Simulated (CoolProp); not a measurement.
CF4 (R14) at several states: Z from the reference equation and from simpler models built on Tc = -45.8 °C, pc = 37.62 bar, ω = 0.178; each cubic takes its own stable root.

Computed with CoolProp (reference Helmholtz-energy equation of state, Platzer 1990). This equation is an older, rougher fit; its heat capacities, sound speeds and derivatives of the liquid may be far off and weren't checked against measurements.

```
T (°C)   p (bar)          phase   reference  van der Waals  Redlich-Kwong  Soave-Redlich-Kwong
-------  -------  -------------  ----------  -------------  -------------  -------------------
-146.05     30.8         liquid  (withheld)         0.2280         0.1553           (withheld)
199.35      1.33            gas      0.9998         0.9987         0.9991               0.9999
126.95      5.36            gas      0.9951         0.9907         0.9923               0.9960
201.15       192  supercritical  (withheld)         0.9532     (withheld)           (withheld)
164.65        49  supercritical      0.9826         0.9412         0.9587               0.9913
```

What belongs in the gaps?


- -146.05, reference: 0.1505
- -146.05, Soave-Redlich-Kwong: 0.1532
- 201.15, reference: 1.045
- 201.15, Redlich-Kwong: 0.9842
- 201.15, Soave-Redlich-Kwong: 1.074
